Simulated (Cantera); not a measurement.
An isothermal, constant-pressure homogeneous reactor starts with H2 : O2 = 0.33 : 1 (molar parts), at 1450 K and 0.00200 bar.

Detailed kinetics in Cantera: GRI-Mech 3.0 (53 species, 325 reactions). Radical loss at walls, strong at low pressure, is not modelled. The temperature is held fixed by assumption; the heat of reaction is taken as removed at once.

One state of this run: x H2 = 0.0143; x O2 = 0.607; x H2O = 0.191; x H = 0.0694; x H2O2 = 3.35e-8. x: mole fraction; the columns are a selection and need not sum to one.

Task: Which value of t (s) does it belong to?
A. 0.0894
B. 20.5
C. 1.36
D. 0.000389

Result: A, 0.0894
